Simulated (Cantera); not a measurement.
Input: 1 mol SiH₂Cl₂, 0.36 mol C₃H₈, 37 mol H₂, held at 0.460 bar.

Method: chemical equilibrium by Gibbs-energy minimisation in Cantera with the NASA 1993 tables (ideal gas, pure condensed phases). Candidate condensed phases: C, C₆H₆, C₇H₈, C₈H₁₈, Si, SiC; 109 gas species. Gases not in the tables: Si₂H₆ and higher silanes. Rates play no part.

Q: Which condensed phases are stable at each of these points (T (K)): 1673, 1723, 1773, 1823, 1873, 1923, 1973, 2023, 2073, 2123, 2173, 2223, 2273, 2323?

A: 
| T (K) | condensed phases | Si condensed (%) |
|---|---|---|
| 1673 | C(graphite) + SiC(s) | 99.5 |
| 1723 | C(graphite) + SiC(s) | 99.4 |
| 1773 | C(graphite) + SiC(s) | 99.3 |
| 1823 | C(graphite) + SiC(s) | 99.2 |
| 1873 | C(graphite) + SiC(s) | 99.0 |
| 1923 | C(graphite) + SiC(s) | 98.9 |
| 1973 | C(graphite) + SiC(s) | 98.7 |
| 2023 | C(graphite) + SiC(s) | 98.5 |
| 2073 | SiC(s) | 98.2 |
| 2123 | SiC(s) | 97.6 |
| 2173 | SiC(s) | 96.8 |
| 2223 | SiC(s) | 95.7 |
| 2273 | SiC(s) | 94.1 |
| 2323 | SiC(s) | 91.6 |

From 1673 K to 2023 K the condensed part is C(graphite) + SiC(s). From 2073 K to 2323 K the condensed part is SiC(s).
